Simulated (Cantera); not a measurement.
Cantera run, input and output.

```python
import numpy as np
import cantera as ct

gas = ct.Solution("h2o2.yaml")
gas.TPX = 998, 1333, {'H2': 0.17, 'O2': 1, 'N2': 1.4}
reactor = ct.IdealGasConstPressureReactor(gas, energy="off", clone=False)
net = ct.ReactorNet([reactor])
net.rtol, net.atol = 1e-08, 1e-18
show = ['H2', 'O2', 'OH', 'HO2', 'H', 'O', 'H2O']
times = np.geomspace(5e-05, 40, 15)

steps = ct.SolutionArray(gas, extra=["t"])
rows = []
print(f"{'t/s':>10s}{'T/K':>9s}{'P/Pa':>11s}" + "".join(f"{s:>11s}" for s in show))
for t in times:
    while net.time < t:
        t_next = net.step()
        steps.append(gas.state, t=t_next)
    rows.append([np.interp(t, steps.t, y) for y in (steps.T, steps.P, *steps(*show).X.T)])
    print(f"{t:10.3e}{rows[-1][0]:9.1f}{rows[-1][1]:11.4g}" + "".join(f"{x:11.3e}" for x in rows[-1][2:]))
rate = np.gradient(steps.T, steps.t)
print("integrator steps:", len(steps.t))
if steps.T.max() > steps.T[0] + 200:
    print(f"time of steepest temperature rise: {steps.t[rate.argmax()]:.4e} s")
gas.TPX = 998, 1333, {'H2': 0.17, 'O2': 1, 'N2': 1.4}
gas.equilibrate("TP")
print(f"equilibrium (TP): T = {gas.T:.1f} K  " + "  ".join(f"{s} {gas[s].X[0]:.3e}" for s in show))
```

Output:

```
       t/s      T/K       P/Pa         H2         O2         OH        HO2          H          O        H2O
 5.000e-05    998.0       1333  6.615e-02  3.891e-01  7.092e-13  1.183e-11  1.116e-11  8.203e-13  1.726e-13
 1.320e-04    998.0       1333  6.615e-02  3.891e-01  3.714e-12  3.129e-11  2.844e-11  5.191e-12  2.516e-12
 3.486e-04    998.0       1333  6.615e-02  3.891e-01  1.711e-11  8.302e-11  8.161e-11  3.193e-11  3.179e-11
 9.203e-04    998.0       1333  6.615e-02  3.891e-01  1.089e-10  2.239e-10  4.130e-10  2.499e-10  4.518e-10
 2.430e-03    998.0       1333  6.615e-02  3.891e-01  3.836e-09  8.584e-10  1.379e-08  9.229e-09  2.273e-08
 6.415e-03    998.0       1333  6.588e-02  3.890e-01  3.176e-05  1.600e-06  1.142e-04  7.621e-05  1.936e-04
 1.694e-02    998.0       1333  2.404e-03  3.580e-01  1.630e-03  4.052e-06  1.679e-02  1.462e-02  5.532e-02
 4.472e-02    998.0       1333  7.776e-04  3.647e-01  8.809e-04  3.723e-06  3.002e-03  4.952e-03  6.532e-02
 1.181e-01    998.0       1333  1.150e-04  3.676e-01  3.054e-04  2.182e-06  1.519e-04  7.303e-04  6.802e-02
 3.118e-01    998.0       1333  1.313e-05  3.681e-01  1.017e-04  6.942e-07  5.858e-06  8.475e-05  6.834e-02
 8.231e-01    998.0       1333  1.781e-06  3.682e-01  3.952e-05  1.626e-07  3.386e-07  1.263e-05  6.839e-02
 2.173e+00    998.0       1333  3.257e-07  3.682e-01  1.796e-05  3.995e-08  3.154e-08  2.593e-06  6.840e-02
 5.738e+00    998.0       1333  7.770e-08  3.682e-01  9.158e-06  1.130e-08  4.178e-09  6.747e-07  6.841e-02
 1.515e+01    998.0       1333  2.220e-08  3.682e-01  5.022e-06  3.583e-09  6.903e-10  2.034e-07  6.841e-02
 4.000e+01    998.0       1333  7.076e-09  3.682e-01  2.879e-06  1.245e-09  1.302e-10  6.696e-08  6.841e-02
integrator steps: 1899
equilibrium (TP): T = 998.0 K  H2 8.092e-11  O2 3.682e-01  OH 3.106e-07  HO2 3.862e-10  H 1.687e-13  O 7.826e-10  H2O 6.841e-02
```

Cantera simulation using the H2/O2 subset of GRI-Mech 3.0, which has no nitrogen chemistry; the numbers are that mechanism's predictions, not measurements. Radical loss at walls, strong at low pressure, is not modelled. The temperature is held fixed by assumption; the heat of reaction is taken as removed at once.
